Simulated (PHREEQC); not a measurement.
1.3 g of hydrous ferric oxide (600 m²/g; 0.2 weak and 0.005 strong sites per Fe, Dzombak-Morel constants, diffuse double layer) in 1 kg of water with 0.001 mol/kgw of an inert sodium salt and 0.0012 mol CaCl2, at 25 °C; the pH is set by adding NaOH or the inert anion's acid. Oxygen is held at 0.21 atm. CO2 from the air is kept out. Nothing may precipitate in this run.

All values are PHREEQC results (ion-association model, wateq4f.dat), not measurements.

| pH | Ca sorbed (%) | surface charge σ (C/m²) | surface potential ψ (mV) |
|---|---|---|---|
| 3 | 0.0 | 0.307 | 213 |
| 3.38 | 0.0 | 0.262 | 208 |
| 3.75 | 0.0 | 0.216 | 200 |
| 4.12 | 0.0 | 0.171 | 189 |
| 4.5 | 0.0 | 0.132 | 177 |
| 4.88 | 0.0 | 0.099 | 163 |
| 5.25 | 0.0 | 0.073 | 148 |
| 5.62 | 0.0 | 0.053 | ? |
| 6 | 0.1 | ? | ? |
| 6.38 | 0.2 | ? | 95 |
| 6.75 | 0.9 | 0.017 | 76 |
| 7.12 | ? | 0.011 | 58 |
| 7.5 | 6.1 | 0.007 | 39 |
| 7.88 | ? | 0.003 | 21 |
| 8.25 | ? | 0.001 | 7 |
| 8.62 | ? | 0.000 | -2 |
| 9 | 68.3 | -0.001 | -11 |

**Question.** What belongs in the gaps?

**Answer.** 
- 5.62, surface potential ψ (mV): 132
- 6, surface charge σ (C/m²): 0.037
- 6, surface potential ψ (mV): 114
- 6.38, surface charge σ (C/m²): 0.025
- 7.12, Ca sorbed (%): 2.8
- 7.88, Ca sorbed (%): 12.4
- 8.25, Ca sorbed (%): 26.6
- 8.62, Ca sorbed (%): 47.5

The oxide is taken as insoluble; below pH 4 it would dissolve.
